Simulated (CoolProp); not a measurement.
Chlorine along the isotherm 57.45 °C: fugacity coefficient from the reference equation and from simpler models built on Tc = 143.7 °C, pc = 76.42 bar, ω = 0.070; each cubic takes its own stable root.

Model: reference Helmholtz-energy equation of state, Thol 2021, in CoolProp.

```
p (bar)   phase  reference  van der Waals  Redlich-Kwong  Peng-Robinson
-------  ------  ---------  -------------  -------------  -------------
0.121       gas     0.9989         0.9992         0.9990         0.9989
0.229       gas     0.9980         0.9985         0.9980         0.9979
0.434       gas     0.9962         0.9971         0.9963         0.9960
0.823       gas     0.9928         0.9945         0.9930         0.9924
1.56        gas     0.9863         0.9895         0.9867         0.9856
2.96        gas     0.9740         0.9801            ___         0.9727
5.61        gas        ___         0.9624         0.9522            ___
10.6        gas     0.9067            ___            ___         0.9033
20.2     liquid     0.7220         0.8643         0.7477            ___
38.2     liquid        ___         0.6157         0.4115            ___
```

Fill in the missing entries.


- 2.96, Redlich-Kwong: 0.9747
- 5.61, reference: 0.9506
- 5.61, Peng-Robinson: 0.9485
- 10.6, van der Waals: 0.9290
- 10.6, Redlich-Kwong: 0.9100
- 20.2, Peng-Robinson: 0.7124
- 38.2, reference: 0.3958
- 38.2, Peng-Robinson: 0.3901

At some of these states van der Waals gives the other phase, because its saturation line lies elsewhere.
